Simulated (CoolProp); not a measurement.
Properties of octamethyltrisiloxane (MDM) along the isobar 0.101 MPa (Tc = 565.4 K, pc = 1.438 MPa, ω = 0.528).

Computed with CoolProp (reference Helmholtz-energy equation of state, Thol 2017).

```json
[
 {"T (K)": "465", "phase": "gas", "density (kg/m³)": "6.516", "cp (kJ/(kg K))": "1.868", "expansivity (1/kK)": "2.621"},
 {"T (K)": "478.7", "phase": "gas", "density (kg/m³)": "6.292", "cp (kJ/(kg K))": "1.899", "expansivity (1/kK)": "2.491"},
 {"T (K)": "492.5", "phase": "gas", "density (kg/m³)": "6.084", "cp (kJ/(kg K))": "1.929", "expansivity (1/kK)": "2.376"},
 {"T (K)": "506.2", "phase": "gas", "density (kg/m³)": "5.894", "cp (kJ/(kg K))": "1.959", "expansivity (1/kK)": "2.275"},
 {"T (K)": "520", "phase": "gas", "density (kg/m³)": "5.715", "cp (kJ/(kg K))": "1.989", "expansivity (1/kK)": "2.184"},
 {"T (K)": "533.7", "phase": "gas", "density (kg/m³)": "5.550", "cp (kJ/(kg K))": "2.017", "expansivity (1/kK)": "2.102"},
 {"T (K)": "547.5", "phase": "gas", "density (kg/m³)": "5.394", "cp (kJ/(kg K))": "2.046", "expansivity (1/kK)": "2.028"},
 {"T (K)": "561.2", "phase": "gas", "density (kg/m³)": "5.249", "cp (kJ/(kg K))": "2.073", "expansivity (1/kK)": "1.960"},
 {"T (K)": "575", "phase": "gas", "density (kg/m³)": "5.111", "cp (kJ/(kg K))": "2.100", "expansivity (1/kK)": "1.897"}
]
```
